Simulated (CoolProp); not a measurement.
Properties of normal hydrogen at several states.

Computed with CoolProp (reference Helmholtz-energy equation of state, Leachman 2009).

| T (°C) | p (kPa) | phase | Joule-Thomson coefficient (K/MPa) | viscosity (µPa s) |
|---|---|---|---|---|
| 474.45 | 615 | gas | ___ | ___ |
| 649.95 | 84.7 | gas | ___ | 19.6 |
| -229.35 | 12.3 | gas | 5.846 | 2.14 |
| 451.05 | 29.8 | gas | -0.5759 | ___ |
| 416.85 | 52.8 | gas | ___ | 16.0 |

Problem. Some entries are withheld; supply them.

Solution. 
- 474.45, Joule-Thomson coefficient (K/MPa): -0.5789
- 474.45, viscosity (µPa s): 16.9
- 649.95, Joule-Thomson coefficient (K/MPa): -0.5900
- 451.05, viscosity (µPa s): 16.5
- 416.85, Joule-Thomson coefficient (K/MPa): -0.5703

Viscosity comes from a separate model (Muzny 2013).
